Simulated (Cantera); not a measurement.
Feed: 1 mol PbO, 0.69 mol H2, 0.02 mol O2, at 56.0 Pa.

Method: chemical equilibrium by Gibbs-energy minimisation in Cantera with the NASA 1993 tables (ideal gas, pure condensed phases). Candidate condensed phases: H2O, Pb, PbO, PbO2, Pb3O4; 12 gas species. Gases not in the tables: (PbO)n polymers. The numbers say what is thermodynamically allowed, not how fast it happens.

x: gas mole fraction; n: condensed amount in mol.

| T (°C) | x H2O | x Pb | x PbO | x O2 | x OH | x H2 | n PbO(yellow) | n PbO(l) |
|---|---|---|---|---|---|---|---|---|
| 877 | 0.494 | 0.465 | 0.0407 | 7.05e-7 | 9.11e-7 | 0.000107 | 0.293 | 0 |
| 902 | 0.478 | 0.450 | 0.0720 | 4.14e-6 | 2.00e-6 | 7.42e-5 | 0 | 0.246 |
| 927 | 0.452 | 0.426 | 0.122 | 2.26e-5 | 4.22e-6 | 5.10e-5 | 0 | 0.164 |
| 952 | 0.411 | 0.387 | 0.202 | 0.000126 | 8.60e-6 | 3.28e-5 | 0 | 0.0113 |
| 977 | 0.408 | 0.385 | 0.207 | 0.000219 | 1.36e-5 | 4.02e-5 | 0 | 0 |
| 1002 | 0.408 | 0.385 | 0.206 | 0.000352 | 2.08e-5 | 5.08e-5 | 0 | 0 |
| 1027 | 0.408 | 0.385 | 0.206 | ___ | ___ | ___ | 0 | 0 |
| 1052 | 0.408 | 0.386 | 0.205 | ___ | ___ | ___ | 0 | 0 |
| 1077 | 0.408 | 0.387 | 0.204 | 0.00128 | 6.73e-5 | 9.81e-5 | 0 | 0 |
| 1102 | 0.407 | 0.388 | 0.203 | 0.00190 | 9.66e-5 | 0.000121 | 0 | 0 |
| 1127 | 0.407 | 0.389 | 0.201 | 0.00275 | 0.000136 | 0.000148 | 0 | 0 |
| 1152 | 0.406 | 0.391 | 0.199 | 0.00388 | 0.000190 | 0.000181 | 0 | 0 |
| 1177 | 0.406 | 0.393 | 0.195 | 0.00536 | 0.000261 | 0.000222 | 0 | 0 |
| 1202 | 0.405 | 0.396 | 0.191 | 0.00722 | 0.000353 | 0.000271 | 0 | 0 |

Question: Fill in the missing entries.

Answer: 
- 1052, x O2: 0.000851
- 1052, x OH: 4.62e-5
- 1052, x H2: 7.93e-5
- 1027, x O2: 0.000552
- 1027, x OH: 3.12e-5
- 1027, x H2: 6.37e-5
